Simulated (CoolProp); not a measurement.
Aqueous lithium chloride as a coolant, at 3 °C, 1 atm.

Model: Melinder's fits for secondary coolants, in CoolProp.

```json
[
 {"mass %": "2.1", "freezing point (°C)": "-1.7", "Prandtl number": "12.5", "cp (kJ/(kg K))": "4.081", "conductivity (W/(m K))": "0.562", "viscosity (mPa s)": "1.72"},
 {"mass %": "4.4", "freezing point (°C)": "-4.3", "Prandtl number": "12.9", "cp (kJ/(kg K))": "3.948", "conductivity (W/(m K))": "0.558", "viscosity (mPa s)": "1.83"},
 {"mass %": "6.7", "freezing point (°C)": "-7.3", "Prandtl number": "13.5", "cp (kJ/(kg K))": "3.818", "conductivity (W/(m K))": "0.554", "viscosity (mPa s)": "1.96"},
 {"mass %": "8.9", "freezing point (°C)": "-10.4", "Prandtl number": "14.2", "cp (kJ/(kg K))": "3.698", "conductivity (W/(m K))": "0.550", "viscosity (mPa s)": "2.11"},
 {"mass %": "11.2", "freezing point (°C)": "-14.4", "Prandtl number": "15.0", "cp (kJ/(kg K))": "3.574", "conductivity (W/(m K))": "0.545", "viscosity (mPa s)": "2.29"},
 {"mass %": "13.5", "freezing point (°C)": "-19.6", "Prandtl number": "16.0", "cp (kJ/(kg K))": "3.455", "conductivity (W/(m K))": "0.541", "viscosity (mPa s)": "2.50"},
 {"mass %": "15.7", "freezing point (°C)": "-26.2", "Prandtl number": "17.0", "cp (kJ/(kg K))": "3.345", "conductivity (W/(m K))": "0.537", "viscosity (mPa s)": "2.73"},
 {"mass %": "18", "freezing point (°C)": "-34.9", "Prandtl number": "18.2", "cp (kJ/(kg K))": "3.238", "conductivity (W/(m K))": "0.533", "viscosity (mPa s)": "2.99"}
]
```
